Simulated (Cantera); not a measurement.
A closed system holds: 1 mol SiH2Cl2, 12 mol O2, 8.6 mol N2, 0.18 mol O3, equilibrated at 750 Torr.

Cantera equilibrium calculation (NASA polynomials, part measured and part estimated; ideal gas, pure solids and liquids). Candidate condensed phases: H2O, NH4Cl, Si, SiO2, Si2N2O, Si3N4; 47 gas species. The tables hold silica as quartz up to 1696 K and as liquid above; real silica turns to tridymite and cristobalite and melts near 1996 K. Gases not in the tables: Si(OH)4. Kinetics and transport are ignored.

x: gas mole fraction; n: condensed amount in mol.

| T (K) | x O2 | x N2 | x HCl | x H2O | x Cl2 | n SiO2(α-quartz) | n SiO2(β-quartz) |
|---|---|---|---|---|---|---|---|
| 823 | 0.508 | 0.399 | 0.0299 | 0.0315 | 0.0315 | 1.00 | 0 |
| 873 | 0.508 | 0.399 | 0.0351 | 0.0289 | 0.0288 | 0 | 1.00 |
| 923 | 0.509 | 0.398 | 0.0399 | 0.0264 | 0.0264 | 0 | 1.00 |
| 973 | 0.509 | 0.398 | [?] | [?] | [?] | 0 | 1.00 |
| 1023 | 0.510 | 0.398 | 0.0484 | 0.0220 | 0.0220 | 0 | 1.00 |
| 1073 | 0.510 | 0.397 | 0.0521 | 0.0201 | 0.0201 | 0 | 1.00 |
| 1123 | 0.511 | 0.397 | 0.0553 | 0.0185 | 0.0183 | 0 | 1.00 |
| 1173 | 0.511 | 0.396 | 0.0581 | 0.0170 | 0.0168 | 0 | 1.00 |
| 1223 | 0.511 | 0.396 | 0.0606 | 0.0158 | 0.0154 | 0 | 1.00 |
| 1273 | 0.511 | 0.396 | 0.0627 | 0.0147 | [?] | 0 | 1.00 |
| 1323 | 0.511 | 0.395 | 0.0645 | 0.0137 | 0.0128 | 0 | 1.00 |

### Question
What belongs in the gaps?

### Answer

- 1273, x Cl2: 0.0141
- 973, x HCl: 0.0444
- 973, x H2O: 0.0241
- 973, x Cl2: 0.0241
